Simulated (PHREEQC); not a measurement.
Make-up at 55 °C: 0.032 mol CuCl2 and 0.00046 mol HBF4 per kg of water. Closed to the air; pH follows from the charge balance.

Model: ion-association model, phreeqc.dat, run in PHREEQC.

Question: The ionic strength comes out as 0.0840 mol/kgw. What activity coefficients do F-, Cl-, H+, Cu+2, BF2(OH)2- get?

Answer: F- 0.76, Cl- 0.77, H+ 0.82, Cu+2 0.40, BF2(OH)2- 0.78.

Precipitation was switched off in this run. Constants without temperature data keep their 25 °C values here. Real BF4- forms and hydrolyses slowly; the run takes it at equilibrium.
